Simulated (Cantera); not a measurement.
# Thermodynamics of silicon epitaxy and polysilicon growth, feed Si2Cl6 + HCl + H2

Input: 1 mol Si2Cl6, a varied amount of HCl, 23 mol H2, equilibrated at 1323 K and 345 Torr.

Method: chemical equilibrium by Gibbs-energy minimisation in Cantera with the NASA 1993 tables (ideal gas, pure condensed phases). Candidate condensed phases: Si; 19 gas species. The feed counts by its element totals alone. The tables' values for SiCl3 are old estimates; treat these amounts as uncertain. Equilibrium is a limit: real reactors are often held back by kinetics, nucleation or transport.

| n(HCl) (mol) | x H2 | x HCl | x SiCl4 | x SiCl2 | x SiHCl3 | n Si(s) |
|---|---|---|---|---|---|---|
| 0.62 | 0.866 | 0.0729 | 0.0216 | 0.0168 | 0.0130 | 0.447 |
| 1 | 0.862 | 0.0740 | 0.0231 | 0.0174 | 0.0137 | 0.345 |
| 1.5 | 0.857 | 0.0753 | 0.0251 | 0.0181 | 0.0145 | 0.211 |
| 1.9 | 0.852 | 0.0763 | 0.0267 | 0.0187 | 0.0151 | 0.103 |
| 2.3 | 0.848 | 0.0775 | 0.0283 | 0.0191 | 0.0157 | 0 |
| 2.7 | 0.841 | 0.0860 | 0.0307 | 0.0166 | 0.0152 | 0 |
| 3.2 | 0.831 | 0.0971 | 0.0334 | 0.0141 | 0.0145 | 0 |
| 3.6 | 0.823 | 0.106 | 0.0353 | 0.0123 | 0.0139 | 0 |
| 4 | 0.814 | 0.115 | 0.0370 | 0.0108 | 0.0133 | 0 |
| 4.4 | 0.806 | 0.125 | 0.0385 | 0.00955 | 0.0126 | 0 |
| 4.9 | 0.795 | 0.136 | 0.0400 | 0.00820 | 0.0119 | 0 |
x: gas mole fraction; n: condensed amount in mol.

From 0.62 mol HCl to 1.9 mol HCl the condensed part is Si(s). From 2.3 mol HCl to 4.9 mol HCl nothing is condensed. The main Si-bearing gas is SiCl4 throughout.
